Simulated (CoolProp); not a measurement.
A simple Rankine cycle with n-pentane: condensing at 326.15 K, boiler at 0.665 MPa, turbine inlet 528.3 K, turbine efficiency 0.7, pump efficiency 0.7, no recuperator. Each further row changes one setting.

Computed with CoolProp (reference Helmholtz-energy equation of state, Thol 2019).

| case | thermal efficiency (%) | net work (kJ/kg) | heat in (kJ/kg) | turbine exit temperature (K) | volume ratio over the turbine |
|---|---|---|---|---|---|
| as stated | 6.6 | (withheld) | 790 | 504.9 | 3.76 |
| turbine inlet 548.3 K | 6.5 | 54.8 | (withheld) | (withheld) | 3.75 |
| condensing temperature 318.15 K | 7.7 | 62.2 | 810 | 500.8 | 4.80 |
| boiler pressure 0.465 MPa | 4.9 | 39.2 | 794 | 511.4 | 2.63 |
| turbine efficiency 0.6 | 5.7 | (withheld) | 790 | 507.8 | (withheld) |

Task: Some entries are withheld; supply them.

Result: 
- as stated, net work (kJ/kg): 52.5
- turbine inlet 548.3 K, heat in (kJ/kg): 845
- turbine inlet 548.3 K, turbine exit temperature (K): 524.9
- turbine efficiency 0.6, net work (kJ/kg): 44.8
- turbine efficiency 0.6, volume ratio over the turbine: 3.79
